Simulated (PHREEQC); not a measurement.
PHREEQC input (ion-association model, phreeqc.dat):

```
SOLUTION 0
  temp 15
  units mmol/kgw
  pH 7 charge
  Cl 90.01
  Na 90
SOLUTION 1-40
  temp 15
  units mmol/kgw
  pH 7 charge
  Cl 190.01
  Sr 44
  Mn(2) 51
END
EXCHANGE 1-40
  X 0.16
  -equilibrate 1
END
SELECTED_OUTPUT 1
  -reset false
  -pH true
  -pe true
  -ionic_strength true
  -water true
  -step true
  -totals Cl Mn Na Sr Mn(2) Mn(3)
  -molalities NaX MnX2 SrX2
  -saturation_indices Pyrochroite Halite
PRINT
  -reset false
TRANSPORT
  -cells 40
  -shifts 240
  -lengths 0.025
  -time_step 60
  -dispersivities 0.035
  -boundary_conditions flux flux
  -correct_disp true
  -punch_cells 40
  -punch_frequency 8
END
```

Selected output (columns that matter, 17 of 31 rows; pore volumes added in front):

```
pore volumes	pH	mu	Cl	Mn	Na	Sr	m_NaX	m_MnX2	m_SrX2	si_Pyrochroite	si_Halite
0	5.1017	0.26591	0.19001	0.051	0	0.044	0	0.023512	0.056488	-6.8958	-1000
0.4125	5.1017	0.26586	0.18998	0.05099	1.1476e-06	0.043992	2.6816e-07	0.023512	0.056488	-6.8959	-8.5335
0.8125	5.0988	0.22984	0.16456	0.042356	0.0047224	0.037558	0.0011916	0.023165	0.056239	-6.9557	-4.9686
1.2125	5.0895	0.14475	0.10936	0.020732	0.027082	0.020401	0.0091216	0.021009	0.05443	-7.208	-4.3456
1.6125	5.0843	0.11221	0.092491	0.010683	0.047537	0.011789	0.020534	0.017999	0.051734	-7.4699	-4.1504
1.8125	5.0833	0.10656	0.090781	0.008269	0.054957	0.0096381	0.025921	0.016612	0.050427	-7.5769	-4.0904
2.2125	5.0823	0.10113	0.090073	0.0054461	0.065113	0.0070293	0.035134	0.014298	0.048135	-7.7547	-4.0147
2.6125	5.0817	0.098414	0.090015	0.0039012	0.071159	0.0055217	0.042467	0.012513	0.046253	-7.898	-3.9735
3.0125	5.0814	0.096744	0.09001	0.0029594	0.07497	0.0045557	0.048416	0.011106	0.044686	-8.017	-3.9491
3.4125	5.0811	0.095619	0.09001	0.0023381	0.077544	0.0038898	0.053378	0.0099633	0.043348	-8.1186	-3.9332
3.8125	5.081	0.094812	0.09001	0.0019027	0.079386	0.0034044	0.05762	0.0090104	0.04218	-8.2076	-3.9221
4.2125	5.0808	0.094206	0.09001	0.0015828	0.080765	0.0030347	0.061319	0.008199	0.041141	-8.2872	-3.914
4.4125	5.0808	0.093957	0.09001	0.0014531	0.081332	0.0028809	0.063006	0.0078357	0.040661	-8.3242	-3.9107
4.8125	5.0807	0.093537	0.09001	0.001238	0.082285	0.0026196	0.066108	0.0071785	0.039767	-8.3935	-3.9052
5.2125	5.0806	0.093198	0.09001	0.0010672	0.083054	0.0024056	0.06891	0.0065988	0.038946	-8.4578	-3.9008
5.6125	5.0806	0.092917	0.09001	0.00092886	0.083689	0.0022268	0.071463	0.0060824	0.038186	-8.5179	-3.8972
6.0125	5.0805	0.092682	0.09001	0.00081478	0.084221	0.0020749	0.073808	0.005619	0.037477	-8.5747	-3.8941
```

Complexes and solids missing from the database can't appear.
